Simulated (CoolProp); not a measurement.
Vapour-liquid equilibrium of p-xylene (1) + n-nonane (2) at 339.3 K; x and y are mole fractions of (1).

The numbers come from the multi-fluid Helmholtz-energy mixture model, Zhou 2012 and Lemmon 2006; pair parameters Bell 2016 in CoolProp.

```
x      bubble pressure, mixture model (MPa)  bubble pressure, Raoult's law (MPa)  y, mixture model  y, Raoult's law
-----  ------------------------------------  -----------------------------------  ----------------  ---------------
0.05                               0.005536                             0.005489             0.089            0.082
0.125                              0.005860                             0.005762             0.205            0.194
0.2                                0.006165                             0.006036             0.306            0.297
0.275                              0.006453                             0.006309             0.396            0.390
0.35                               0.006730                             0.006583             0.478            0.476
0.425                              0.006998                             0.006856             0.553            0.555
0.5                                0.007260                             0.007129             0.623            0.628
0.575                              0.007518                             0.007403             0.689            0.695
0.65                               0.007772                             0.007676             0.751            0.758
0.725                              0.008025                             0.007950             0.809            0.816
0.8                                0.008278                             0.008223             0.865            0.871
0.875                              0.008530                             0.008496             0.918            0.922
0.95                               0.008783                             0.008770             0.968            0.970
```

The largest gap from Raoult's law is +2.3 % in bubble pressure, at x = 0.275. No azeotrope shows between x = 0.05 and 0.95.

The pair parameters rest on a limited set of measurements; away from them the model extrapolates.
